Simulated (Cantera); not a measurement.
Feed: 1 mol Si₂H₆, 0.48 mol H₂O, 100 mol N₂, at 15.0 Pa.

Method: chemical equilibrium by Gibbs-energy minimisation in Cantera with the NASA 1993 tables (ideal gas, pure condensed phases). Candidate condensed phases: H₂O, Si, SiO₂, Si₂N₂O, Si₃N₄; 35 gas species. The feed counts by its element totals alone. N₂ is the only nitrogen source here; it is nearly inert below about 1500 K, so the nitride shown seldom forms there in practice. Mutual solubility and eutectic melting of coexisting phases are not modelled. Kinetics and transport are ignored.

Question: What share of the Si ends up in condensed phases as a function of T (K), at 825, 975, 1125, 1275, 1425, 1575, 1725, 1875, 2025?

Answer: 
| T (K) | Si condensed (%) | as |
|---|---|---|
| 825 | 100.0 | Si₂N₂O(s) + Si₃N₄(s) |
| 975 | 100.0 | Si₂N₂O(s) + Si₃N₄(s) |
| 1125 | 100.0 | Si₂N₂O(s) + Si₃N₄(s) |
| 1275 | 100.0 | Si₂N₂O(s) + Si₃N₄(s) |
| 1425 | 98.2 | Si₂N₂O(s) + Si₃N₄(s) |
| 1575 | 73.9 | Si(s) |
| 1725 | 38.9 | Si(l) |
| 1875 | 0.0 | - |
| 2025 | 0.0 | - |
